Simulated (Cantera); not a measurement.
An isothermal, constant-pressure homogeneous reactor starts with 0.905 % CH4, 4.81 % O2, 94.3 % N2, at 1000 K and 420 Torr.

Cantera simulation using GRI-Mech 3.0 (53 species, 325 reactions); the numbers are that mechanism's predictions, not measurements. The temperature is held fixed by assumption; the heat of reaction is taken as removed at once.

x: mole fraction; the columns are a selection and need not sum to one.

| t (s) | x CH4 | x O2 | x NO | x C2H4 | x H2O2 | x CH3 | x OH |
|---|---|---|---|---|---|---|---|
| 2.00e-5 | 0.00905 | 0.0481 | <1e-12 | <1e-12 | <1e-12 | 2.35e-12 | <1e-12 |
| 7.48e-5 | 0.00905 | 0.0481 | <1e-12 | <1e-12 | <1e-12 | 8.78e-12 | <1e-12 |
| 0.000280 | 0.00905 | 0.0481 | <1e-12 | <1e-12 | <1e-12 | 3.29e-11 | <1e-12 |
| 0.00105 | 0.00905 | 0.0481 | <1e-12 | <1e-12 | <1e-12 | 1.24e-10 | <1e-12 |
| 0.00391 | 0.00905 | 0.0481 | <1e-12 | <1e-12 | 2.90e-12 | 4.70e-10 | <1e-12 |
| 0.0146 | 0.00905 | 0.0481 | <1e-12 | <1e-12 | 3.24e-11 | 1.88e-9 | <1e-12 |
| 0.0547 | 0.00905 | 0.0481 | <1e-12 | <1e-12 | 2.33e-10 | [?] | 4.44e-12 |
| 0.205 | 0.00905 | 0.0481 | <1e-12 | 1.17e-10 | 6.92e-10 | 7.11e-8 | 3.41e-11 |
| 0.765 | 0.00905 | 0.0481 | <1e-12 | 4.46e-9 | 1.32e-9 | 1.41e-7 | 7.49e-11 |
| 2.86 | 0.00902 | 0.0481 | <1e-12 | 1.52e-7 | 8.45e-9 | 3.14e-7 | 2.92e-10 |
| 10.7 | <1e-12 | 0.0300 | 2.13e-9 | <1e-12 | 9.38e-10 | <1e-12 | 4.22e-7 |
| 40.0 | <1e-12 | 0.0300 | [?] | <1e-12 | 3.21e-11 | <1e-12 | [?] |

Task: Complete the blanks.

Result: 
- 0.0547, x CH3: 9.43e-9
- 40.0, x NO: 2.66e-9
- 40.0, x OH: 7.74e-8
